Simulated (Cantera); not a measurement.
An adiabatic, constant-volume homogeneous reactor starts with CO : H2 : CH4 : O2 : N2 = 1 : 0.62 : 0.082 : 0.609 : 4.93 (molar parts), at 1200 K and 1.09 atm.

Model: GRI-Mech 3.0 (53 species, 325 reactions), integrated in Cantera.

x: mole fraction; the columns are a selection and need not sum to one.

```csv
t (s),T (K),P (bar),x CO,x H2,x CH4,x H,x HO2,x HCN,x CH2
2.00e-6,1200,1.10,0.138,0.0856,0.0113,1.77e-9,___,<1e-12,<1e-12
6.29e-6,1200,1.10,0.138,0.0856,0.0113,8.67e-9,___,<1e-12,<1e-12
1.98e-5,1200,1.10,0.138,0.0856,0.0113,7.53e-8,___,<1e-12,<1e-12
6.23e-5,1200,1.10,0.138,0.0856,0.0113,1.27e-5,___,<1e-12,3.56e-10
0.000196,2224,1.96,0.0960,0.0229,<1e-12,0.0184,___,8.69e-11,<1e-12
0.000617,2539,2.20,0.0904,0.0193,<1e-12,0.00393,___,2.07e-9,<1e-12
0.00194,2559,2.21,0.0901,0.0192,<1e-12,0.00303,2.57e-7,5.44e-9,<1e-12
0.00612,2555,2.21,0.0903,0.0193,<1e-12,0.00300,2.45e-7,8.68e-9,<1e-12
0.0192,2553,2.21,0.0904,0.0194,<1e-12,0.00298,2.40e-7,1.03e-8,<1e-12
0.0606,2553,2.21,0.0904,0.0194,<1e-12,0.00298,2.40e-7,1.03e-8,<1e-12
0.191,2553,2.21,0.0904,0.0194,<1e-12,0.00298,2.40e-7,1.03e-8,<1e-12
0.600,2553,2.21,0.0904,0.0194,<1e-12,0.00298,2.40e-7,1.03e-8,<1e-12
```

Q: Some entries are withheld; supply them.

A: 
- 2.00e-6, x HO2: 1.24e-9
- 6.29e-6, x HO2: 4.59e-9
- 1.98e-5, x HO2: 3.04e-8
- 6.23e-5, x HO2: 4.04e-6
- 0.000196, x HO2: 2.59e-6
- 0.000617, x HO2: 4.01e-7
